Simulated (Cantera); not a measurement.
A perfectly stirred reactor is fed with CH4 : O2 : N2 = 0.0093 : 0.0056 : 1 (molar parts), at 570000 Pa; it is held at 1425 K, and followed from long to short residence time.

Cantera simulation using GRI-Mech 3.0 (53 species, 325 reactions); the numbers are that mechanism's predictions, not measurements.

Q: What does this change do: O2 0.0056 to 0.045 parts?

A: 
| quantity | before | after |
|---|---|---|
| x(CH4) at τ = 1.10 s | 0.00371 | 2.42e-6 |
| x(O2) at τ = 1.10 s | 0.000365 | 0.0250 |
| x(HO2) at τ = 1.10 s | 3.89e-8 | 2.94e-7 |
| x(OH) at τ = 1.10 s | 1.29e-8 | 1.97e-5 |
| x(H2) at τ = 1.10 s | 0.00419 | 8.61e-7 |
| x(CH4) at τ = 54.0 ms | 0.00550 | 2.10e-5 |
| x(O2) at τ = 54.0 ms | 0.00257 | 0.0252 |
| x(HO2) at τ = 54.0 ms | 2.65e-7 | 2.41e-6 |
| x(OH) at τ = 54.0 ms | 5.08e-8 | 4.09e-5 |
| x(H2) at τ = 54.0 ms | 0.00254 | 8.94e-6 |
The temperature is held fixed by assumption; the heat of reaction is taken as removed at once.

Q: What does this change do: pressure from 570000 Pa to 100000 Pa?

A: 
```
quantity                 before     after
---------------------  --------  --------
x(CH4) at τ = 1.10 s    0.00371   0.00312
x(O2) at τ = 1.10 s    0.000365  0.000527
x(HO2) at τ = 1.10 s    3.89e-8   2.47e-8
x(OH) at τ = 1.10 s     1.29e-8   5.15e-8
x(H2) at τ = 1.10 s     0.00419   0.00516
x(CH4) at τ = 54.0 ms   0.00550   0.00758
x(O2) at τ = 54.0 ms    0.00257   0.00470
x(HO2) at τ = 54.0 ms   2.65e-7   1.29e-7
x(OH) at τ = 54.0 ms    5.08e-8   6.78e-8
x(H2) at τ = 54.0 ms    0.00254   0.00106
```
